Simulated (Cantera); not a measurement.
**Equilibrium for fluorocarbon and chlorocarbon gases: CCl₄ + F₂ + H₂ + Si**

A closed system holds: 1 mol CCl₄, 0.018 mol F₂, 0.32 mol H₂, 0.14 mol Si, held at 7900 Pa.

Cantera equilibrium calculation (NASA polynomials, part measured and part estimated; ideal gas, pure solids and liquids). Candidate condensed phases: C, C₆H₆, C₇H₈, C₈H₁₈, Si, SiC; 143 gas species. The tables' values for SiCl, SiCl₃, SiF, SiF₂, SiF₃ are old estimates; treat these amounts as uncertain. The numbers say what is thermodynamically allowed, not how fast it happens.

```json
[
 {"T (K)": "2650", "log p Cl": "-1.20", "log p HCl": "-1.92", "log p H": "-3.53", "log p SiCl₂": "-2.60", "log p C₃": "-5.35", "log p SiC₂": "-5.57", "log p Si": "-5.16", "n C(graphite)": "0.998"},
 {"T (K)": "2725", "log p Cl": "-1.20", "log p HCl": "-1.93", "log p H": "-3.30", "log p SiCl₂": "-2.60", "log p C₃": "-4.91", "log p SiC₂": "-5.01", "log p Si": "-4.68", "n C(graphite)": "0.996"},
 {"T (K)": "2800", "log p Cl": "-1.20", "log p HCl": "-1.95", "log p H": "-3.09", "log p SiCl₂": "-2.62", "log p C₃": "-4.50", "log p SiC₂": "-4.50", "log p Si": "-4.25", "n C(graphite)": "0.990"},
 {"T (K)": "2875", "log p Cl": "-1.20", "log p HCl": "-1.98", "log p H": "-2.90", "log p SiCl₂": "-2.66", "log p C₃": "-4.11", "log p SiC₂": "-4.04", "log p Si": "-3.86", "n C(graphite)": "0.974"},
 {"T (K)": "2950", "log p Cl": "-1.20", "log p HCl": "-2.02", "log p H": "-2.73", "log p SiCl₂": "-2.75", "log p C₃": "-3.74", "log p SiC₂": "-3.66", "log p Si": "-3.54", "n C(graphite)": "0.940"},
 {"T (K)": "3025", "log p Cl": "-1.19", "log p HCl": "-2.07", "log p H": "-2.58", "log p SiCl₂": "-2.90", "log p C₃": "-3.39", "log p SiC₂": "-3.36", "log p Si": "-3.31", "n C(graphite)": "0.872"},
 {"T (K)": "3100", "log p Cl": "-1.19", "log p HCl": "-2.15", "log p H": "-2.47", "log p SiCl₂": "-3.12", "log p C₃": "-3.06", "log p SiC₂": "-3.16", "log p Si": "-3.16", "n C(graphite)": "0.745"},
 {"T (K)": "3175", "log p Cl": "-1.20", "log p HCl": "-2.24", "log p H": "-2.37", "log p SiCl₂": "-3.42", "log p C₃": "-2.74", "log p SiC₂": "-3.03", "log p Si": "-3.10", "n C(graphite)": "0.513"}
]
```
log p: log10 of the partial pressure in bar; n: condensed amount in mol.

From 2650 K to 3175 K the condensed part is C(graphite). The main Si-bearing gas is SiCl₂ at 2650 K and SiC₂ at 3175 K.
